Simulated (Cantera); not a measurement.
# Hydrocarbon pyrolysis for carbon deposition

An isothermal, constant-pressure homogeneous reactor starts with 1.98 % CH₄, 88.9 % H₂, 9.09 % N₂, at 1575 K and 97.5 Torr.

Computed with Cantera and GRI-Mech 3.0 (53 species, 325 reactions). GRI-Mech 3.0 stops at C3 and has no aromatics, soot or wall deposition, so with more carbon than oxygen in the feed, carbon stays in small species such as C2H2 where larger ones or solid carbon would form.

| t (s) | x CH₄ | x H₂ | x H | x C₂H₂ | x CH₃ |
|---|---|---|---|---|---|
| 0.000700 | 0.0198 | 0.889 | 5.77e-6 | 2.23e-12 | 2.62e-6 |
| 0.00283 | 0.0198 | 0.889 | 2.30e-5 | 1.06e-9 | 1.04e-5 |
| 0.0114 | 0.0197 | 0.889 | 7.47e-5 | 6.59e-7 | 3.36e-5 |
| 0.0461 | 0.0196 | 0.889 | 0.000102 | 3.97e-5 | 4.57e-5 |
| 0.186 | 0.0192 | 0.890 | 0.000102 | 0.000255 | 4.47e-5 |
| 0.752 | 0.0175 | 0.891 | 0.000103 | 0.00104 | 4.12e-5 |
| 3.04 | 0.0131 | 0.893 | 0.000105 | 0.00320 | 3.12e-5 |
| 12.3 | 0.00674 | 0.897 | 0.000108 | 0.00628 | 1.65e-5 |
| 49.5 | 0.00392 | 0.899 | 0.000110 | 0.00764 | 9.74e-6 |
| 200 | 0.00381 | 0.899 | 0.000110 | 0.00769 | 9.47e-6 |
x: mole fraction; the columns are a selection and need not sum to one.

Equilibrium at this temperature and pressure: CH₄ 0.00264, H₂ 0.899, H 0.000110, C₂H₂ 0.00368, CH₃ 6.55e-6 (gas phase only).
